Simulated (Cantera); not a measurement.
What does this Cantera script print?

```python
import numpy as np
import cantera as ct

gas = ct.Solution("gri30.yaml")


def delay(T, t_max=10):
    gas.TPX = T, 730000, {'CH4': 1, 'CO': 0.31, 'O2': 2.42, 'N2': 8.47, 'CO2': 0.54}
    reactor = ct.IdealGasConstPressureReactor(gas, clone=False)
    net = ct.ReactorNet([reactor])
    net.rtol, net.atol = 1e-8, 1e-16
    while net.time < t_max:
        t_old, T_old = net.time, reactor.T
        net.step()
        if reactor.T > T + 400:  # ignition: a rise of 400 K
            return t_old + (T + 400 - T_old) / (reactor.T - T_old) * (net.time - t_old)
    return np.nan


taus = []
for T in [1275, 1350, 1425, 1500, 1575, 1650, 1725]:
    taus.append(delay(T))
    print(f"T0 = {T:6g} K   tau = {taus[-1]:.4e} s")
```

Output:

```
T0 =   1275 K   tau = 3.0912e-03 s
T0 =   1350 K   tau = 1.2539e-03 s
T0 =   1425 K   tau = 5.4400e-04 s
T0 =   1500 K   tau = 2.5082e-04 s
T0 =   1575 K   tau = 1.2270e-04 s
T0 =   1650 K   tau = 6.3756e-05 s
T0 =   1725 K   tau = 3.5209e-05 s
```

Computed with Cantera and GRI-Mech 3.0 (53 species, 325 reactions).
